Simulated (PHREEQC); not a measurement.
Copper plating or etch bath: an equilibrium model

Solution (20 °C): 0.0066 mol Cu(BF4)2, 0.0019 mol HNO3 and 0.00018 mol KCl per kg of water. Closed to the air; pH follows from the charge balance.

All values are PHREEQC results (ion-association model, phreeqc.dat), not measurements.

This is a speciation only: nothing precipitates in the calculation.

**Question.** Estimate the pH, ionic strength.

**Answer.** pH 2.66; ionic strength 0.0222 mol/kgw.

**Question.** In which forms is F present?

**Answer.** BF4- 83 %, HF 7.9 %, BF3OH- 4.9 %, F- 3.1 %, BF2(OH)2- 0.9 % of the F.

Complexes and solids missing from the database can't appear. Real BF4- forms and hydrolyses slowly; the run takes it at equilibrium.
